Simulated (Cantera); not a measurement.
Charge: 1 mol SiH4, 0.56 mol HCl, 75 mol H2, held at 1848 K and 1.20 Torr.

Method: chemical equilibrium by Gibbs-energy minimisation in Cantera with the NASA 1993 tables (ideal gas, pure condensed phases). Candidate condensed phases: Si; 19 gas species. The tables' values for SiCl are old estimates; treat these amounts as uncertain. Gases not in the tables: Si2H6 and higher silanes. Rates play no part.

Base state: H2 0.976, H 0.0131, HCl 0.00674, Si 0.00392, SiH 0.000154, SiCl2 0.000135, SiCl 7.01e-5, Cl 6.87e-5 (mole fractions); condensed: Si(l).

Q: What changes in the equilibrium state with this change: temperature from 1848 K to 2223.15 K?

A: 
```csv
species,before,after
H2,0.976,0.835
H,0.0131,0.146
Si,0.00392,0.0116
SiCl2,0.000135,3.07e-6
Cl,6.87e-5,0.000741
SiH2,4.06e-5,1.11e-5
Si2,2.73e-5,7.77e-6
"Si(l), mol",0.656,0
```
